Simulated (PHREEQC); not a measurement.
Consider water at 25 °C with 0.021 mol HNO3 and 0.0012 mol ZnSO4 per kg of water. Closed to the air; pH follows from the charge balance.

Computed with PHREEQC (ion-association model, wateq4f.dat).

No solid was allowed to form.

Predict the pH.

pH 1.75.

In which forms is S present?

HSO4- 51 %, SO4-2 45 %, ZnSO4 3.9 % of the S.

Complexes and solids missing from the database can't appear.
